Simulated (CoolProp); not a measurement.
A closed Brayton cycle with carbon dioxide: compressor inlet 329.15 K and 9.2 MPa, high pressure 23.3 MPa, turbine inlet 985 K, compressor efficiency 0.85, turbine efficiency 0.93, recuperator effectiveness 0.8 (on enthalpy, no pinch check). Each further row changes one setting.

Model: reference Helmholtz-energy equation of state, Span 1996, in CoolProp.

```json
[
 {"case": "as stated", "thermal efficiency (%)": "31.9", "net work (kJ/kg)": "108", "compressor to turbine work": "0.30", "compressor exit (K)": "404.0", "turbine exit (K)": "855.9"},
 {"case": "turbine inlet 935 K", "thermal efficiency (%)": "31.2", "net work (kJ/kg)": "99.3", "compressor to turbine work": "0.32", "compressor exit (K)": "404.0", "turbine exit (K)": "810.3"},
 {"case": "compressor inlet 339.15 K", "thermal efficiency (%)": "31.3", "net work (kJ/kg)": "101", "compressor to turbine work": "0.34", "compressor exit (K)": "420.9", "turbine exit (K)": "855.9"},
 {"case": "high pressure 19.8 MPa", "thermal efficiency (%)": "29.3", "net work (kJ/kg)": "91.6", "compressor to turbine work": "0.29", "compressor exit (K)": "390.6", "turbine exit (K)": "877.8"},
 {"case": "recuperator effectiveness 0.5", "thermal efficiency (%)": "21.7", "net work (kJ/kg)": "108", "compressor to turbine work": "0.30", "compressor exit (K)": "404.0", "turbine exit (K)": "855.9"}
]
```
